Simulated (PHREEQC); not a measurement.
Dissolve 3.7 mol/kgw LiCl, 1.4 mol/kgw Na2SO4 and 0.0014 mol/kgw H4SiO4 at 25 °C. Closed to the air; pH follows from the charge balance.

The numbers come from PHREEQC with the Pitzer model, pitzer.dat.

```json
{
 "pH": "6.03",
 "ionic_strength": "7.90 mol/kgw",
 "activity_of_water": "0.752",
 "density": "1.207 g/cm³",
 "osmotic_coefficient": "1.365"
}
```

```tsv
species	molality	activity	log γ
Cl-	3.70	2.44	-0.181
Li+	3.70	17.4	0.672
Na+	2.80	5.22	0.271
SO4-2	1.40	0.00751	-2.271
H4SiO4	0.00139	0.00332	0.377
H3SiO4-	5.69e-6	5.28e-7	-1.032
HSO4-	5.57e-6	6.63e-7	-0.925
```

This is a speciation only: nothing precipitates in the calculation. Examples of supersaturated solids here: SiO2(a). Others may be too. In brines, pH and single-ion activities rest on the MacInnes convention.
